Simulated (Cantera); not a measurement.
Charge: 1 mol FeS2, 0.14 mol H2S, 11 mol N2, held at 1.00 bar.

Method: chemical equilibrium by Gibbs-energy minimisation in Cantera with the NASA 1993 tables (ideal gas, pure condensed phases). Candidate condensed phases: Fe, FeS, FeS2, S; 16 gas species. FeS: taken at fixed stoichiometry. Gases not in the tables: S3 to S7. Kinetics and transport are ignored.

log p: log10 of the partial pressure in bar; n: condensed amount in mol.

```tsv
T (°C)	log p N2	log p S2	log p H2	log p H2S	log p SH	log p S	log p H	n FeS(s)	n FeS(l)
1000	-0.03	-1.35	-2.50	-2.05	-4.18	-6.41	-7.40	1.00	0
1050	-0.03	-1.35	…	-2.10	…	…	…	1.00	0
1100	-0.03	-1.34	-2.32	-2.14	-3.86	-5.76	-6.64	1.00	0
1150	-0.03	-1.34	-2.26	-2.20	-3.73	-5.47	-6.31	1.00	0
1200	-0.03	-1.34	-2.20	-2.25	-3.61	-5.20	-6.00	0	1.00
1250	-0.03	-1.34	-2.16	-2.31	-3.50	-4.94	-5.71	0	1.00
1300	-0.03	-1.33	-2.12	-2.37	-3.40	-4.71	-5.45	0	1.00
1350	-0.03	-1.33	-2.09	-2.44	-3.31	-4.48	-5.21	0	1.000
1400	-0.03	-1.33	-2.07	-2.50	-3.22	-4.27	-4.98	0	1.000
1450	-0.03	-1.33	-2.05	-2.56	-3.15	-4.08	-4.76	0	1.000
1500	-0.03	-1.33	-2.04	-2.63	-3.08	-3.89	-4.56	0	1.000
1550	-0.03	-1.33	-2.03	…	…	…	…	0	1.000
1600	-0.03	-1.33	-2.02	-2.75	-2.95	-3.55	-4.20	0	1.000
1650	-0.03	-1.33	-2.01	-2.81	-2.89	-3.39	-4.03	0	1.000
```

### Question
Fill in the missing entries.

### Answer

- 1550, log p H2S: -2.69
- 1550, log p SH: -3.01
- 1550, log p S: -3.71
- 1550, log p H: -4.38
- 1050, log p H2: -2.40
- 1050, log p SH: -4.01
- 1050, log p S: -6.08
- 1050, log p H: -7.00
